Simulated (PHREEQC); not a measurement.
Consider water at 20 °C with 0.27 mol CuSO4, 0.16 mol NaH2PO4 and 4.9e-05 mol NaCl per kg of water. Closed to the air; pH follows from the charge balance.

The numbers come from PHREEQC with the ion-association model, wateq4f.dat.

### Question
The ionic strength comes out as 0.701 mol/kgw. What activity coefficients do H2PO4-, Cu+2, NaSO4-, HSO4-, Na+ get?

### Answer
H2PO4- 0.67, Cu+2 0.23, NaSO4- 0.67, HSO4- 0.65, Na+ 0.71.

Precipitation was switched off in this run. The solution is supersaturated, for example in Cu3(PO4)2:3H2O, Antlerite, so a real one may precipitate; this is no full list. Ionic strength above about 0.7 mol/kgw puts this run outside the model's range. H3PO4, which wateq4f.dat lacks, is added to it with the constant of phreeqc.dat. The database has no phosphate complexes of Cu.
